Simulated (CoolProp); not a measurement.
Aqueous magnesium chloride as a coolant, at 13 °C, 1 atm.

Values from CoolProp's Melinder's fits for secondary coolants.

```tsv
mass %	freezing point (°C)	cp (kJ/(kg K))	Prandtl number	conductivity (W/(m K))	density (kg/m³)
3.3	-1.9	(withheld)	9.64	0.579	1027
6.6	-4.3	3.792	(withheld)	0.572	1056
9.9	-8.1	3.603	11.6	(withheld)	(withheld)
13.3	-13.6	3.417	13.7	0.555	1115
16.6	-20.1	3.249	15.5	0.546	1145
19.9	-28.4	3.095	18.4	0.536	1177
23.3	(withheld)	2.943	36.6	0.524	(withheld)
```

Some entries are withheld; supply them.


- 3.3, cp (kJ/(kg K)): 3.987
- 6.6, Prandtl number: 10.2
- 9.9, conductivity (W/(m K)): 0.564
- 9.9, density (kg/m³): 1085
- 23.3, freezing point (°C): -41.0
- 23.3, density (kg/m³): 1213
